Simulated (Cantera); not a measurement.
## Hydrocarbon pyrolysis for carbon deposition

An isothermal, constant-pressure homogeneous reactor starts with 3.03 % C2H6, 97.0 % H2, at 1498 K and 7.20 Torr.

Cantera simulation using GRI-Mech 3.0 (53 species, 325 reactions); the numbers are that mechanism's predictions, not measurements. GRI-Mech 3.0 stops at C3 and has no aromatics, soot or wall deposition, so with more carbon than oxygen in the feed, carbon stays in small species such as C2H2 where larger ones or solid carbon would form. Radical loss at walls, strong at low pressure, is not modelled.

```csv
t (s),x C2H6,x H2,x C2H,x C2H2,x C2H4,x CH4
3.00e-5,0.0302,0.970,<1e-12,2.84e-12,3.77e-7,1.45e-5
0.000144,0.0298,0.969,<1e-12,1.24e-8,7.51e-5,0.000250
0.000695,0.0242,0.966,3.07e-11,2.24e-5,0.00285,0.00402
0.00334,0.00102,0.952,9.77e-9,0.00254,0.00961,0.0315
0.0161,1.06e-5,0.953,1.28e-8,0.00872,0.00396,0.0333
0.0775,3.91e-6,0.953,7.42e-9,0.0120,0.000811,0.0332
0.373,1.64e-6,0.954,4.15e-9,0.0130,9.40e-5,0.0328
1.79,1.20e-6,0.954,3.57e-9,0.0134,6.77e-5,0.0319
8.63,9.62e-7,0.956,4.12e-9,0.0152,6.60e-5,0.0282
41.6,4.08e-7,0.962,5.90e-9,0.0202,6.47e-5,0.0175
200,4.97e-8,0.968,8.35e-9,0.0259,7.04e-5,0.00553
```
x: mole fraction; the columns are a selection and need not sum to one.

Equilibrium at this temperature and pressure: C2H6 6.10e-9, H2 0.971, C2H 9.29e-9, C2H2 0.0279, C2H4 7.47e-5, CH4 0.00133 (gas phase only).
